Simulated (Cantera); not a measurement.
Cantera run:

```python
import numpy as np
import cantera as ct

gas_names = [...]  # 114 gases of nasa_gas.yaml made of C, Fe, H, O
cond_names = """
    C(gr) C6H6(L) C7H8(L) C8H18(L),n-octa Fe(a) Fe(c) Fe(d) Fe(L) FeC5O5(L) FeO(s) FeO(L) Fe(OH)2(s)
    Fe(OH)3(s) Fe2O3(s) Fe3O4(s) H2O(s) H2O(L)
""".split()


# ... load() reads the species with a 1 bar reference pressure and builds the phases ...
atoms = {
    'Fe3O4': {'Fe': 3, 'O': 4},
    'CO': {'C': 1, 'O': 1},
    'H2': {'H': 2},
    'C': {'C': 1},
}
top_T = {'C(gr)': 4500, 'Fe2O3(s)': 1830, 'Fe3O4(s)': 1870}  # K; cautious upper limits of use, not melting points


# ... equilibrate(T, P, feed) seeds the gas with the atoms and calls Mixture.equilibrate('TP', solver="vcs", rtol=1e-11, max_steps=5000) ...
results = []
feed = {'Fe3O4': 1, 'CO': 3.6, 'H2': 0.66, 'C': 1.5}  # mol
P = 170000  # Pa
for T in [2000, 2050, 2100, 2150, 2200, 2250, 2300, 2350, 2400, 2450, 2500]:
    mix = equilibrate(T, P, feed)
    results.append((T, P, feed, dict(zip(mix.species_names, mix.species_moles))))
    x = sorted(zip(gas.X, gas.species_names), reverse=True)
    print(f"T = {T:g} K  P = {P:g} Pa  gas = {mix.phase_moles(0):.4g} mol")
    print("   x: " + "  ".join(f"{s} {v:.3e}" for v, s in x if v > 0.001))
    print("   condensed (mol): " + ("  ".join(f"{mix.phase(i).name} {mix.phase_moles(i):.4g}"
          for i in range(1, mix.n_phases) if mix.phase_moles(i) > 1e-12) or "none"))
```

Result:

```
T = 2000 K  P = 170000 Pa  gas = 5.762 mol
   x: CO 8.028e-01  CO2 8.222e-02  H2 7.781e-02  H2O 3.653e-02
   condensed (mol): Fe(L) 1.183  FeO(L) 1.815
T = 2050 K  P = 170000 Pa  gas = 5.764 mol
   x: CO 8.050e-01  CO2 7.985e-02  H2 7.757e-02  H2O 3.666e-02
   condensed (mol): Fe(L) 1.17  FeO(L) 1.828
T = 2100 K  P = 170000 Pa  gas = 5.766 mol
   x: CO 8.069e-01  CO2 7.765e-02  H2 7.733e-02  H2O 3.677e-02
   condensed (mol): Fe(L) 1.156  FeO(L) 1.84
T = 2150 K  P = 170000 Pa  gas = 5.769 mol
   x: CO 8.085e-01  H2 7.706e-02  CO2 7.560e-02  H2O 3.685e-02  Fe 1.021e-03
   condensed (mol): Fe(L) 1.143  FeO(L) 1.851
T = 2200 K  P = 170000 Pa  gas = 5.773 mol
   x: CO 8.097e-01  H2 7.676e-02  CO2 7.368e-02  H2O 3.689e-02  Fe 1.632e-03  H 1.197e-03
   condensed (mol): Fe(L) 1.13  FeO(L) 1.861
T = 2250 K  P = 170000 Pa  gas = 5.78 mol
   x: CO 8.105e-01  H2 7.641e-02  CO2 7.186e-02  H2O 3.689e-02  Fe 2.554e-03  H 1.575e-03
   condensed (mol): Fe(L) 1.115  FeO(L) 1.87
T = 2300 K  P = 170000 Pa  gas = 5.789 mol
   x: CO 8.108e-01  H2 7.600e-02  CO2 7.014e-02  H2O 3.685e-02  Fe 3.913e-03  H 2.046e-03
   condensed (mol): Fe(L) 1.098  FeO(L) 1.879
T = 2350 K  P = 170000 Pa  gas = 5.803 mol
   x: CO 8.104e-01  H2 7.551e-02  CO2 6.847e-02  H2O 3.675e-02  Fe 5.881e-03  H 2.628e-03
   condensed (mol): Fe(L) 1.078  FeO(L) 1.887
T = 2400 K  P = 170000 Pa  gas = 5.822 mol
   x: CO 8.091e-01  H2 7.490e-02  CO2 6.685e-02  H2O 3.658e-02  Fe 8.679e-03  H 3.339e-03
   condensed (mol): Fe(L) 1.054  FeO(L) 1.894
T = 2450 K  P = 170000 Pa  gas = 5.849 mol
   x: CO 8.067e-01  H2 7.415e-02  CO2 6.525e-02  H2O 3.632e-02  Fe 1.259e-02  H 4.196e-03
   condensed (mol): Fe(L) 1.023  FeO(L) 1.901
T = 2500 K  P = 170000 Pa  gas = 5.886 mol
   x: CO 8.029e-01  H2 7.321e-02  CO2 6.363e-02  H2O 3.597e-02  Fe 1.798e-02  H 5.218e-03
   condensed (mol): Fe(L) 0.9842  FeO(L) 1.907
```

Equilibrium computed with Cantera from the NASA thermochemical tables; the gas is ideal and each condensed phase is pure. Each liquid is taken as pure. Mutual solubility and eutectic melting of coexisting phases are not modelled. The tables' stoichiometric FeO is somewhat more stable than real wüstite, so its field is too wide. FeO: taken at fixed stoichiometry.
